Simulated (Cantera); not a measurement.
A counterflow diffusion flame at 100000 Pa, nozzles 20 mm apart: fuel side 58.1 % H2, 41.9 % N2 at 348 K, oxidiser side 24.0 % O2, 76.0 % N2 at 800 K, fuel mass flux 0.99 times the oxidiser's; mixture-averaged transport, no radiation.

Cantera simulation using the H2/O2 subset of GRI-Mech 3.0, which has no nitrogen chemistry; the numbers are that mechanism's predictions, not measurements. The maximum strain rate includes the flame's own expansion and is several times the mean.

x: mole fraction; the columns are a selection and need not sum to one.

```
oxidiser flux (kg/m²/s)  max strain (1/s)  mean strain (1/s)  T max (K)  peak x OH    peak x H  peak x H2O  peak x HO2
-----------------------  ----------------  -----------------  ---------  ---------  ----------  ----------  ----------
0.6                                   517                136       2393     0.0204      0.0147       0.273     2.69e-5
0.88                                  739                199       2340     0.0206      0.0168       0.269     3.58e-5
1.3                            (withheld)                294       2279     0.0206  (withheld)       0.266  (withheld)
1.9                                  1520                429       2219     0.0205      0.0219       0.262     5.74e-5
2.7                                  2110                610       2161     0.0204      0.0246       0.258     6.88e-5
4                              (withheld)                903       2090     0.0199  (withheld)       0.255  (withheld)
5.8                                  4350               1310       2020     0.0191      0.0310       0.251     9.73e-5
8.5                                  6230               1920       1946     0.0181      0.0343       0.247    0.000111
12                                   8640               2710       1883     0.0172      0.0374       0.242    0.000123
```

What belongs in the gaps?


- 1.3, max strain (1/s): 1060
- 1.3, peak x H: 0.0192
- 1.3, peak x HO2: 4.61e-5
- 4, max strain (1/s): 3060
- 4, peak x H: 0.0279
- 4, peak x HO2: 8.29e-5
